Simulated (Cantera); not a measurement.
## Transport properties of process gases

Gas mixture: 64.6 % H2O, 35.4 % CO, at 1.01 bar, frozen composition.

Cantera's kinetic-theory transport with the Lennard-Jones parameters of GRI-Mech 3.0, ideal gas; thermal conductivity in the multicomponent form. Polar gases are described roughly by these parameters.

```csv
T (K),ρ (kg/m³),cp (J/kg/K),μ (µPa s),λ (mW/m/K),Pr,D (cm²/s) CH4,D (cm²/s) OH,D (cm²/s) CH3
400,0.657,1509,16.9,37.0,0.688,0.388,0.589,0.395
500,0.525,1545,20.7,47.1,0.680,0.586,0.877,0.596
600,0.438,1588,24.4,57.4,0.676,0.816,1.21,0.827
700,0.375,1635,28.1,68.1,0.674,1.08,1.58,1.09
800,0.328,1684,31.6,79.0,0.673,1.36,1.98,1.37
900,0.292,1734,34.9,90.0,0.673,1.67,2.42,1.69
1000,0.263,1782,38.2,101,0.674,2.01,2.90,2.02
1100,0.239,1830,41.4,113,0.674,2.36,3.40,2.38
```
D: mixture-averaged diffusion coefficient of that species in the mixture.
